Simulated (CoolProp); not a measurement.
Vapour-liquid equilibrium of n-pentane (1) + toluene (2) at 86.05 °C; x and y are mole fractions of (1).

The numbers come from the multi-fluid Helmholtz-energy mixture model, Thol 2019 and Lemmon 2006; pair parameters Bell 2016 in CoolProp.

Q: Give the bubble pressure and the first vapour's composition at x = 0.2, 0.65, 0.725. Is there an azeotrope?

A: x = 0.2: 1.453 bar, y = 0.720; x = 0.65: 3.052 bar, y = 0.925; x = 0.725: 3.299 bar, y = 0.942. No azeotrope shows between x = 0.05 and 0.95.

The pair parameters rest on a limited set of measurements; away from them the model extrapolates.
